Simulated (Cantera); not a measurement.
## Equilibrium for boron, boron nitride and boron oxide: B₂H₆ + O₂ + N₂

Input: 1 mol B₂H₆, 0.05 mol O₂, a varied amount of N₂, at 2400 K and 5.70 Torr.

Cantera equilibrium calculation (NASA polynomials, part measured and part estimated; ideal gas, pure solids and liquids). Candidate condensed phases: B, BN, B₂O₃, B₃O₃H₃, H₂O; 39 gas species. The feed counts by its element totals alone. The tables' values for BH₂ are old estimates; treat these amounts as uncertain. Equilibrium is a limit: real reactors are often held back by kinetics, nucleation or transport.

```csv
n(N₂) (mol),log p N₂,log p H₂,log p H,log p BO,log p HBO,log p B,log p BH₂,n B(l)
0.18,-3.42,-2.24,-2.92,-3.85,-4.19,-4.50,-4.77,1.87
0.29,-3.22,-2.26,-2.93,-3.86,-4.21,-4.50,-4.78,1.87
0.48,-3.03,-2.28,-2.94,-3.88,-4.24,-4.50,-4.81,1.87
0.78,-2.85,-2.31,-2.96,-3.91,-4.28,-4.50,-4.84,1.87
1.3,-2.68,-2.37,-2.98,-3.95,-4.36,-4.50,-4.90,1.87
2.1,-2.54,-2.44,-3.02,-4.01,-4.45,-4.50,-4.97,1.87
3.4,-2.43,-2.54,-3.07,-4.09,-4.58,-4.50,-5.07,1.86
5.6,-2.33,-2.68,-3.14,-4.20,-4.76,-4.50,-5.20,1.85
9.1,-2.27,-2.83,-3.21,-4.33,-4.96,-4.50,-5.36,1.83
15,-2.22,-3.02,-3.31,-4.48,-5.21,-4.50,-5.54,1.81
```
log p: log10 of the partial pressure in bar; n: condensed amount in mol.

From 0.18 mol N₂ to 15 mol N₂ the condensed part is B(l). The main B-bearing gas is BO throughout.
